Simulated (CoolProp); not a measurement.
The numbers come from the reference Helmholtz-energy equation of state, Lemmon 2006 in CoolProp. It is a short technical equation, of lower accuracy than the large ones.

Question: For CH3F (R41), give the phase and the density (kg/m³), cv (kJ/(kg K)), expansivity (1/kK), fugacity coefficient at 320.2 K and 1250 kPa; 320.2 K and 6490 kPa.

Answer: 
- 320.2 K and 1250 kPa: gas; density 17.5, cv 0.962, expansivity 4.15, fugacity coefficient 0.921
- 320.2 K and 6490 kPa: supercritical; density 400, cv 1.43, expansivity 101, fugacity coefficient 0.603
